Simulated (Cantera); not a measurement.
A freely propagating, adiabatic, planar premixed flame of 5.17 % C₃H₈, 19.9 % O₂, 74.9 % N₂, equivalence ratio 1.3, unburnt at 550 K and 750 Torr; mixture-averaged transport, grid criteria slope 0.08 and curve 0.16, no radiation.

Detailed kinetics in Cantera: GRI-Mech 3.0 (53 species, 325 reactions). GRI-Mech 3.0 was tuned for natural gas; its chemistry of propane as a main component is partial and can be far from experiment. Burning velocities carry a grid error of a few per cent, more on coarse grids.

x: mole fraction of selected species; z is measured from the peak of heat release.

| z (mm) | T (K) | u (m/s) | x C₃H₈ | x O₂ | x NO₂ | x OH | x NO | x CH₂O |
|---|---|---|---|---|---|---|---|---|
| -0.834 | 550 | 1.20 | 0.0516 | 0.199 | <1e-8 | <1e-8 | <1e-8 | 1.64e-7 |
| -0.556 | 552 | 1.21 | 0.0514 | 0.198 | <1e-8 | <1e-8 | <1e-8 | 3.76e-6 |
| -0.417 | 561 | 1.23 | 0.0511 | 0.196 | 1.54e-8 | 1.19e-8 | 5.66e-8 | 2.84e-5 |
| -0.278 | 620 | 1.38 | 0.0500 | 0.189 | 9.48e-8 | 6.65e-7 | 4.35e-7 | 0.000245 |
| -0.139 | ? | 2.35 | ? | ? | ? | ? | ? | ? |
| -0.0695 | 1421 | 3.43 | 0.0115 | 0.101 | 6.35e-8 | 0.000341 | 9.50e-6 | 0.00193 |
| 0 | 1797 | 4.45 | 0.000383 | 0.0529 | 1.34e-8 | 0.00181 | 1.95e-5 | 0.000790 |
| 0.0695 | 1992 | 4.96 | ? | ? | <1e-8 | ? | ? | ? |
| 0.139 | 2058 | 5.11 | <1e-8 | 0.0115 | <1e-8 | 0.00585 | 5.05e-5 | 3.23e-5 |
| 0.278 | 2092 | 5.17 | <1e-8 | 0.00467 | <1e-8 | 0.00666 | 6.71e-5 | 4.87e-7 |
| 0.556 | 2122 | 5.22 | <1e-8 | 0.00296 | <1e-8 | 0.00636 | 7.63e-5 | <1e-8 |
| 1.11 | 2158 | 5.30 | <1e-8 | 0.00219 | <1e-8 | 0.00572 | 8.23e-5 | <1e-8 |
| 2.22 | 2200 | 5.39 | <1e-8 | 0.00141 | <1e-8 | 0.00474 | 8.96e-5 | <1e-8 |

Problem. Some entries are withheld; supply them.

Solution. 
- -0.139, T (K): 1013
- -0.139, x C₃H₈: 0.0352
- -0.139, x O₂: 0.147
- -0.139, x NO₂: 1.47e-7
- -0.139, x OH: 2.71e-5
- -0.139, x NO: 4.10e-6
- -0.139, x CH₂O: 0.00154
- 0.0695, x C₃H₈: 6.97e-7
- 0.0695, x O₂: 0.0241
- 0.0695, x OH: 0.00418
- 0.0695, x NO: 3.51e-5
- 0.0695, x CH₂O: 0.000177
